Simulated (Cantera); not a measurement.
A perfectly stirred reactor is fed with 41.7 % CH4, 58.3 % H2, at 0.000340 bar; it is held at 1675 K, and followed from long to short residence time.

Model: GRI-Mech 3.0 (53 species, 325 reactions), integrated in Cantera. GRI-Mech 3.0 stops at C3 and has no aromatics, soot or wall deposition, so with more carbon than oxygen in the feed, carbon stays in small species such as C2H2 where larger ones or solid carbon would form. Radical loss at walls, strong at low pressure, is not modelled.

Problem. Predict: x(CH4) at τ = 22.0 s; x(H2) at τ = 22.0 s; x(C2H2) at τ = 22.0 s; x(C2H4) at τ = 22.0 s; x(CH3) at τ = 22.0 s; x(CH4) at τ = 83.0 ms; x(H2) at τ = 83.0 ms; x(C2H2) at τ = 83.0 ms; x(C2H4) at τ = 83.0 ms; x(CH3) at τ = 83.0 ms.

Solution. 
| Item | Value |
|---|---|
| x(CH4) at τ = 22.0 s | 0.0905 |
| x(H2) at τ = 22.0 s | 0.792 |
| x(C2H2) at τ = 22.0 s | 0.113 |
| x(C2H4) at τ = 22.0 s | 0.000877 |
| x(CH3) at τ = 22.0 s | 0.00223 |
| x(CH4) at τ = 83.0 ms | 0.416 |
| x(H2) at τ = 83.0 ms | 0.583 |
| x(C2H2) at τ = 83.0 ms | 1.19e-6 |
| x(C2H4) at τ = 83.0 ms | 1.52e-5 |
| x(CH3) at τ = 83.0 ms | 0.000393 |
